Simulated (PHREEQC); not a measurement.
H2SO4 is added in steps, without added water, to 1 kg of water holding 0.063 mol CuCl2 and 0.00011 mol HNO3, at 25 °C. Oxygen alone is held at its pressure in air (log pO2 = -0.68). CO2 from the air is kept out. No solid was allowed to form.

Base run: PHREEQC, ion-association model, phreeqc.dat. Each further column changes one thing. The table gives HSO4- (mol/kgw).

| H2SO4 added (mol) | base | Debye-Hückel limiting law | metal-ligand complexes left out | Davies equation for every ion | database wateq4f.dat |
|---|---|---|---|---|---|
| 0 | 0 | 0 | 0 | 0 | 0 |
| 0.004875 | 0.000596 | 0.000430 | 0.00103 | 0.000589 | 0.000606 |
| 0.008125 | 0.00150 | 0.00108 | 0.00239 | 0.00148 | 0.00152 |
| 0.013 | 0.00337 | 0.00241 | 0.00498 | 0.00334 | 0.00341 |
| 0.01787 | 0.00570 | 0.00406 | 0.00799 | 0.00566 | 0.00577 |
| 0.02113 | 0.00745 | 0.00529 | 0.0102 | 0.00740 | 0.00754 |
| 0.026 | 0.0103 | 0.00728 | 0.0136 | 0.0102 | 0.0104 |

 phreeqc.dat and wateq4f.dat share most of their constants, so their agreement is no independent check. Solids allowed in the column 'database wateq4f.dat': Cu(OH)2, Brochantite, Antlerite, Atacamite, Cu2(OH)3NO3, Chalcanthite.
